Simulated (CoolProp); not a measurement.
Properties of ethylene along the isobar 274 bar (Tc = 9.2 °C, pc = 50.42 bar, ω = 0.087).

Computed with CoolProp (reference Helmholtz-energy equation of state, Smukala 2000).

```tsv
T (°C)	phase	density (kg/m³)	Joule-Thomson coefficient (K/MPa)	isothermal compressibility (1/MPa)
-13.15	liquid	479.5	-0.2387	0.003848
0.45	liquid	461.2	-0.1657	0.004662
14.05	supercritical	442.5	-0.08085	0.005673
27.65	supercritical	423.2	0.01653	0.006922
41.15	supercritical	403.7	0.1254	0.008432
54.75	supercritical	383.7	0.2462	0.01024
68.35	supercritical	363.6	0.3748	0.01233
81.85	supercritical	343.9	0.5048	0.01462
95.45	supercritical	324.5	0.6313	0.01702
109.05	supercritical	305.9	0.7461	0.01940
122.55	supercritical	288.5	0.8431	0.02162
136.15	supercritical	272.3	0.9199	0.02362
149.75	supercritical	257.4	0.9743	0.02532
163.25	supercritical	243.9	1.007	0.02673
176.85	supercritical	231.6	1.021	0.02788
```
